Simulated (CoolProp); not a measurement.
R123 at 293.15 K and 7.92 MPa is throttled through a valve to 2.73 MPa with no heat exchange. Each further row changes one setting.

Model: reference Helmholtz-energy equation of state, Younglove 1994, in CoolProp. It is a modified Benedict-Webb-Rubin equation, recast in Helmholtz form.

```
case                       temperature change (K)  final density (kg/m³)
-------------------------  ----------------------  ---------------------
as stated                                     ___                   1480
outlet pressure 0.819 MPa                     ___                    ___
outlet pressure 3.55 MPa                      ___                   1480
```

### Question
Some entries are withheld; supply them.

### Answer

- as stated, temperature change (K): +1.8
- outlet pressure 0.819 MPa, temperature change (K): +2.5
- outlet pressure 0.819 MPa, final density (kg/m³): 1470
- outlet pressure 3.55 MPa, temperature change (K): +1.5
